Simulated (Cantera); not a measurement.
**Thermodynamics of silicon nitride deposition, feed SiCl4 + N2 + H2**

Feed: 1 mol SiCl4, 77 mol N2, 2.1 mol H2, equilibrated at 502 °C and 0.0100 bar.

Method: chemical equilibrium by Gibbs-energy minimisation in Cantera with the NASA 1993 tables (ideal gas, pure condensed phases). Candidate condensed phases: NH4Cl, Si, Si3N4; 28 gas species. N2 is the only nitrogen source here; it is nearly inert below about 1500 K, so the nitride shown seldom forms there in practice. The numbers say what is thermodynamically allowed, not how fast it happens.

The x(N2) is 0.953, the x(HCl) is 0.0343 and the x(H2) comes out as 0.00898. The x(SiCl4) comes out as 0.00387 and the n(Si3N4(s)) comes out as 0.230 mol. The gas amount is 80.33 mol and the log10 activity of Si(s) (absent) is -9.62.
